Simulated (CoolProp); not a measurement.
2000 sccm (0 °C, 1 atm) of nitrogen bubbles through liquid p-xylene at 323.7 K and leaves saturated at a total pressure of 0.0125 MPa (ideal gas phase). Each further row changes one setting.

Computed with CoolProp (reference Helmholtz-energy equation of state, Zhou 2012).

```
case                      vapour pressure (kPa)  mole fraction of vapour  delivery (mg/min)  delivery (sccm)  change of delivery for a bath 1 K warmer (%)
------------------------  ---------------------  -----------------------  -----------------  ---------------  --------------------------------------------
as stated                                  4.46                    0.357               5250             1110                                           7.7
bath temperature 328.7 K                   5.62                    0.450               7750             1640                                           8.8
total pressure 0.025 MPa                   4.46                    0.178               2060              434                                           5.9
```
